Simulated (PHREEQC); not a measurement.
Dissolve 0.46 mol HNO3 per kg of water at 25 °C. Closed to the air; pH follows from the charge balance.

Equilibrium calculation in PHREEQC: ion-association model, phreeqc.dat.

```
quantity                  before  after
------------------------  ------  -----
pH                          0.45   4.01
ionic strength (mol/kgw)   0.460   1.38
```

Question: Name the change that produced these shifts.
A. 0.064 mol/kgw H2SO4 added
B. HNO3 from 0.46 to 0.414 mol/kgw
C. 0.73 mol/kgw KOH added
D. HNO3 from 0.46 to 0.046 mol/kgw
E. HNO3 replaced by Cu(NO3)2 at the same molality

Answer: E, HNO3 replaced by Cu(NO3)2 at the same molality

No solid was allowed to form. The ionic strength passes 0.7 mol/kgw, the rough limit of the ion-association models, in after.
